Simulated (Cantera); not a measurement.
A freely propagating, adiabatic, planar premixed flame of H2 : O2 : N2 = 1 : 0.862 : 3.24 (molar parts), unburnt at 398 K and 0.290 bar; mixture-averaged transport, grid criteria slope 0.08 and curve 0.16, no radiation.

Cantera simulation using the H2/O2 subset of GRI-Mech 3.0, which has no nitrogen chemistry; the numbers are that mechanism's predictions, not measurements. Burning velocities carry a grid error of a few per cent, more on coarse grids. Lean hydrogen flames are cellular in practice and burn faster than this planar one.

Question: Predict: laminar burning velocity; thermal thickness; peak x(HO2); peak x(H); peak x(H2O2).

Answer: 
```json
{
  "laminar_burning_velocity": "172 cm/s",
  "thermal_thickness": "1.78 mm",
  "peak x(HO2)": "0.000180",
  "peak x(H)": "0.0213",
  "peak x(H2O2)": "3.11e-5"
}
```
